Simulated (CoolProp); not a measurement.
Vapour-liquid equilibrium of n-hexane (1) + toluene (2) at 412.3 K; x and y are mole fractions of (1).

The numbers come from the multi-fluid Helmholtz-energy mixture model, Thol 2019 and Lemmon 2006; pair parameters Bell 2016 in CoolProp.

```
x      bubble pressure (bar)  y at the bubble point  dew pressure at overall composition x (bar)  liquid density (mol/L)
-----  ---------------------  ---------------------  -------------------------------------------  ----------------------
0.05                   2.421                  0.152                                        2.223                   8.020
0.125                  2.810                  0.315                                        2.365                   7.860
0.2                    3.162                  0.431                                        2.525                   7.703
0.275                  3.486                  0.521                                        2.705                   7.549
0.35                   3.788                  0.594                                        2.910                   7.398
0.425                  4.074                  0.656                                        3.142                   7.250
0.5                    4.347                  0.711                                        3.406                   7.104
0.575                  4.611                  0.760                                        3.706                   6.962
0.65                   4.869                  0.806                                        4.045                   6.822
0.725                  5.125                  0.849                                        4.423                   6.686
0.8                    5.378                  0.891                                        4.836                   6.552
0.875                  5.632                  0.932                                        5.280                   6.420
0.95                   5.888                  0.973                                        5.744                   6.292
```

No azeotrope shows between x = 0.05 and 0.95.

The pair parameters rest on a limited set of measurements; away from them the model extrapolates.
